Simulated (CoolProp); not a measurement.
Vapour-liquid equilibrium of carbon dioxide (1) + 1-butene (2) at 0.25 °C; x and y are mole fractions of (1).

The numbers come from the multi-fluid Helmholtz-energy mixture model, Span 1996 and Lemmon 2005; pair parameters Bell 2016 in CoolProp.

Task: Give the bubble pressure and the first vapour's composition at x = 0.2, 0.65, 0.95. Is there an azeotrope?

Result: x = 0.2: 0.9103 MPa, y = 0.861; x = 0.65: 2.337 MPa, y = 0.957; x = 0.95: 3.290 MPa, y = 0.991. No azeotrope shows between x = 0.05 and 0.95.

Pair parameters are fitted to limited data, so mixtures are less certain than the pure fluids. The gap from Raoult's law changes sign with composition, which may be real or a fault of the pair parameters; it wasn't checked against measurements.
